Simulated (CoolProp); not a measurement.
CH3F (R41) along the isotherm 425 K: density (kg/m³) from the reference equation and from simpler models built on Tc = 317.3 K, pc = 5906 kPa, ω = 0.200; each cubic takes its own stable root.

Computed with CoolProp (reference Helmholtz-energy equation of state, Lemmon 2006). It is a short technical equation, of lower accuracy than the large ones.

| p (kPa) | phase | reference | ideal gas | van der Waals | Redlich-Kwong | Soave-Redlich-Kwong |
|---|---|---|---|---|---|---|
| 187 | gas | 1.809 | 1.801 | 1.809 | 1.809 | 1.808 |
| 354 | gas | 3.440 | 3.409 | 3.439 | 3.439 | 3.434 |
| 671 | gas | 6.573 | 6.462 | 6.569 | 6.568 | 6.550 |
| 1270 | gas | 12.63 | 12.23 | 12.62 | 12.62 | 12.55 |
| 2410 | gas | 24.69 | 23.21 | 24.69 | 24.64 | 24.37 |
| 4570 | gas | ___ | 44.01 | 49.84 | 49.44 | 48.32 |
| 8670 | supercritical | 105.2 | 83.50 | 108.8 | 104.9 | ___ |
| 16400 | supercritical | 237.2 | 158.0 | 240.2 | 227.3 | ___ |
| 31200 | supercritical | 434.2 | 300.5 | 344.0 | 377.4 | 350.5 |
| 59100 | supercritical | 580.0 | 569.2 | 411.9 | 496.2 | 477.3 |

Problem. Complete the blanks.

Solution. 
- 4570, reference: 49.58
- 8670, Soave-Redlich-Kwong: 99.35
- 16400, Soave-Redlich-Kwong: 205.2
